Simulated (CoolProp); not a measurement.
Vapour-liquid equilibrium of propane (1) + dimethyl ether (2) at 32.95 °C; x and y are mole fractions of (1).

Values from CoolProp's multi-fluid Helmholtz-energy mixture model, Lemmon 2009 and Wu 2011; pair parameters Bell 2016.

```json
[
 {"x": "0.05", "bubble pressure, mixture model (MPa)": "0.7897", "bubble pressure, Raoult's law (MPa)": "0.7587", "y, mixture model": "0.102", "y, Raoult's law": "0.076"},
 {"x": "0.15", "bubble pressure, mixture model (MPa)": "0.8787", "bubble pressure, Raoult's law (MPa)": "0.8009", "y, mixture model": "0.258", "y, Raoult's law": "0.217"},
 {"x": "0.25", "bubble pressure, mixture model (MPa)": "0.9508", "bubble pressure, Raoult's law (MPa)": "0.8431", "y, mixture model": "0.375", "y, Raoult's law": "0.344"},
 {"x": "0.35", "bubble pressure, mixture model (MPa)": "1.009", "bubble pressure, Raoult's law (MPa)": "0.8852", "y, mixture model": "0.470", "y, Raoult's law": "0.458"},
 {"x": "0.45", "bubble pressure, mixture model (MPa)": "1.057", "bubble pressure, Raoult's law (MPa)": "0.9274", "y, mixture model": "0.552", "y, Raoult's law": "0.563"},
 {"x": "0.55", "bubble pressure, mixture model (MPa)": "1.096", "bubble pressure, Raoult's law (MPa)": "0.9696", "y, mixture model": "0.628", "y, Raoult's law": "0.658"},
 {"x": "0.65", "bubble pressure, mixture model (MPa)": "1.126", "bubble pressure, Raoult's law (MPa)": "1.012", "y, mixture model": "0.701", "y, Raoult's law": "0.745"},
 {"x": "0.75", "bubble pressure, mixture model (MPa)": "1.148", "bubble pressure, Raoult's law (MPa)": "1.054", "y, mixture model": "0.777", "y, Raoult's law": "0.825"},
 {"x": "0.85", "bubble pressure, mixture model (MPa)": "1.161", "bubble pressure, Raoult's law (MPa)": "1.096", "y, mixture model": "0.858", "y, Raoult's law": "0.899"},
 {"x": "0.95", "bubble pressure, mixture model (MPa)": "1.163", "bubble pressure, Raoult's law (MPa)": "1.138", "y, mixture model": "0.949", "y, Raoult's law": "0.968"}
]
```

The largest gap from Raoult's law is +14.0 % in bubble pressure, at x = 0.35. y crosses x between x = 0.85 and 0.95: the model has an azeotrope there.

The pair parameters rest on a limited set of measurements; away from them the model extrapolates.
